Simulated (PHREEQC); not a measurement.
Consider water at 25 °C and 100 atm with 98 mmol/kgw HBr and 1.4 mmol/kgw CuCl2. It is in equilibrium with CO2 at log p = -2 (atm). Otherwise closed; pH follows from the charge balance.

The numbers come from PHREEQC with the ion-association model, phreeqc.dat.

Each row changes one thing in this solution. No solid was allowed to form.

```tsv
case	pH	ionic strength (mol/kgw)	HCO3- (mol/kgw)	(CO2)2 (mol/kgw)
as made	1.09	0.102	2.30e-9	1.57e-9
HBr from 0.098 to 0.0196 mol/kgw	1.76	0.0238	(withheld)	1.60e-9
temperature from 25 to 70 °C	1.10	0.102	1.10e-9	(withheld)
CuCl2 replaced by MnCl2 at the same molality	1.09	0.102	2.30e-9	1.57e-9
CuCl2 from 0.0014 to 0.00154 mol/kgw	1.09	0.103	2.30e-9	1.57e-9
diluted 2-fold with water	1.38	(withheld)	4.24e-9	1.59e-9
0.18 mol/kgw CdCl2 added	1.11	0.272	2.59e-9	1.51e-9
```

Question: What belongs in the gaps?

Answer: 
- HBr from 0.098 to 0.0196 mol/kgw, HCO3- (mol/kgw): 9.78e-9
- temperature from 25 to 70 °C, (CO2)2 (mol/kgw): 8.90e-10
- diluted 2-fold with water, ionic strength (mol/kgw): 0.0511

Complexes and solids missing from the database can't appear. Under pressure, the constants of complexes without a molar volume in the database are unreliable. Constants without temperature data keep their 25 °C values here.
